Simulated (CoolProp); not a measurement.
A single-stage vapour-compression cycle with R152A: evaporating at 241.15 K (dew point), condensing at 263.15 K (bubble point), superheat 2 K, subcooling 8 K, compressor efficiency 0.6, no pressure losses. Each further row changes one setting.

Computed with CoolProp (reference Helmholtz-energy equation of state, Outcalt 1996). It is a modified Benedict-Webb-Rubin equation, recast in Helmholtz form.

```
case                              cooling COP  pressure ratio  discharge temperature (K)  refrigerating effect (kJ/kg)  volumetric capacity (kJ/m³)
--------------------------------  -----------  --------------  -------------------------  ----------------------------  ---------------------------
as stated                                6.35            2.59                      296.9                           316                          749
evaporating temperature 246.15 K         8.52            2.05                      288.9                           320                          943
condensing temperature 258.15 K          8.35            2.12                      285.5                           324                          769
subcooling 13 K                          6.51            2.59                      296.9                           324                          769
superheat 12 K                           6.26            2.59                      307.7                           326                          738
compressor efficiency 0.5                5.29            2.59                      306.1                           316                          749
```
